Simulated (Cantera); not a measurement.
Charge: 1 mol Fe2O3, 0.21 mol SO2, 4.1 mol O2.

Method: chemical equilibrium by Gibbs-energy minimisation in Cantera with the NASA 1993 tables (ideal gas, pure condensed phases). Candidate condensed phases: Fe, FeO, FeS, FeSO4, FeS2, Fe2O3, Fe2(SO4)3, Fe3O4, S; 12 gas species. Mutual solubility and eutectic melting of coexisting phases are not modelled. Kinetics and transport are ignored.

Question: What condenses at these points (T in K, P in Pa): (925, 2300); (1375, 860000); (925, 160000); (1025, 68000); (1025, 2000000)?

Answer: 
| T (K) | P in Pa | condensed phases | Fe condensed (%) |
|---|---|---|---|
| 925 | 2300 | Fe2O3 | 100.0 |
| 1375 | 860000 | Fe2O3 | 100.0 |
| 925 | 160000 | Fe2O3 + Fe2(SO4)3 | 100.0 |
| 1025 | 68000 | Fe2O3 | 100.0 |
| 1025 | 2000000 | Fe2O3 + Fe2(SO4)3 | 100.0 |
